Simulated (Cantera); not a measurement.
# Low-pressure radical oxidation in H2/O2

An isothermal, constant-pressure homogeneous reactor starts with H2 : O2 = 0.027 : 1 (molar parts), at 1123 K and 0.0290 bar.

Cantera simulation using the H2/O2 subset of GRI-Mech 3.0, which has no nitrogen chemistry; the numbers are that mechanism's predictions, not measurements. Radical loss at walls, strong at low pressure, is not modelled.

| t (s) | x H2 | x O2 | x OH | x H2O2 | x H2O | x O | x HO2 |
|---|---|---|---|---|---|---|---|
| 1.00e-6 | 0.0263 | 0.974 | <1e-12 | <1e-12 | <1e-12 | <1e-12 | 1.08e-11 |
| 2.90e-6 | 0.0263 | 0.974 | 1.51e-12 | <1e-12 | <1e-12 | 1.53e-12 | 3.13e-11 |
| 8.42e-6 | 0.0263 | 0.974 | 1.17e-11 | <1e-12 | <1e-12 | 1.20e-11 | 9.08e-11 |
| 2.44e-5 | 0.0263 | 0.974 | 7.99e-11 | <1e-12 | 1.08e-11 | 8.58e-11 | 2.64e-10 |
| 7.09e-5 | 0.0263 | 0.974 | 4.38e-10 | <1e-12 | 1.85e-10 | 5.31e-10 | 7.69e-10 |
| 0.000206 | 0.0263 | 0.974 | 2.48e-9 | <1e-12 | 2.88e-9 | 3.65e-9 | 2.26e-9 |
| 0.000597 | 0.0263 | 0.974 | 5.13e-8 | 4.63e-12 | 1.04e-7 | 8.35e-8 | 7.55e-9 |
| 0.00173 | 0.0258 | 0.973 | 0.000161 | 2.79e-9 | 0.000353 | 0.000267 | 2.74e-6 |
| 0.00503 | 0.000291 | 0.957 | 0.00143 | 1.21e-7 | 0.0243 | 0.0144 | 5.85e-6 |
| 0.0146 | 0.000120 | 0.966 | 0.000929 | 1.08e-7 | 0.0256 | 0.00689 | 4.34e-6 |
| 0.0423 | 3.03e-5 | 0.971 | 0.000467 | 9.14e-8 | 0.0263 | 0.00176 | 2.34e-6 |
| 0.123 | 4.83e-6 | 0.973 | 0.000190 | 5.63e-8 | 0.0265 | 0.000290 | 8.16e-7 |
| 0.356 | 7.02e-7 | 0.973 | 7.44e-5 | 2.37e-8 | 0.0266 | 4.39e-5 | 2.06e-7 |
| 1.03 | 1.19e-7 | 0.973 | 3.13e-5 | 7.74e-9 | 0.0266 | 7.74e-6 | 4.76e-8 |
| 3.00 | 2.53e-8 | 0.973 | 1.47e-5 | 2.35e-9 | 0.0266 | 1.70e-6 | 1.21e-8 |
x: mole fraction; the columns are a selection and need not sum to one.

Equilibrium at this temperature and pressure: H2 3.67e-10, O2 0.973, OH 1.80e-6, H2O2 5.14e-11, H2O 0.0266, O 2.56e-8, HO2 3.61e-9 (gas phase only).
